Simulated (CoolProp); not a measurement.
Properties of R22 along the isotherm 482.8 K.

Model: reference Helmholtz-energy equation of state, Kamei 1995, in CoolProp.

| p (MPa) | phase | Z | cp (kJ/(kg K)) | speed of sound (m/s) | expansivity (1/kK) | conductivity (mW/(m K)) |
|---|---|---|---|---|---|---|
| 0.00789 | gas | 0.9998 | 0.8369 | 229.0 | 2.073 | 26.0 |
| 0.018 | gas | 0.9995 | 0.8371 | 229.0 | 2.075 | 26.0 |
| 0.0409 | gas | 0.9989 | 0.8376 | 228.9 | 2.080 | 26.0 |
| 0.093 | gas | 0.9976 | 0.8386 | … | 2.091 | 26.0 |
| 0.212 | gas | 0.9944 | 0.8411 | 228.1 | 2.116 | 26.0 |
| 0.482 | gas | 0.9873 | 0.8468 | 227.0 | 2.176 | 26.1 |
| 1.1 | gas | 0.9707 | 0.8605 | … | 2.319 | … |
| 2.5 | gas | 0.9326 | … | … | 2.686 | 26.6 |

Q: Some entries are withheld; supply them.

A: 
- 0.093, speed of sound (m/s): 228.6
- 1.1, speed of sound (m/s): 224.5
- 1.1, conductivity (mW/(m K)): 26.2
- 2.5, cp (kJ/(kg K)): 0.8956
- 2.5, speed of sound (m/s): 218.7

Thermal conductivity comes from a separate model (McLinden 2000), an estimate that may be off by 10 % or more.
